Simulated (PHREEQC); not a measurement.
## Leach liquor: speciation

Make-up at 25 °C: 0.079 mol/kgw HCl, 0.0039 mol/kgw FeSO4 and 5.2e-05 mol/kgw MgSO4. Closed to the air; pH follows from the charge balance.

Model: ion-association model, wateq4f.dat, run in PHREEQC.

Precipitation was switched off in this run.

Task: Estimate the pH.

Result: pH 1.20.

Task: In which forms is Fe present?

Result: Fe+2 92 %, FeCl+ 4.1 %, FeSO4 2.4 %, FeHSO4+ 1.3 % of the Fe.
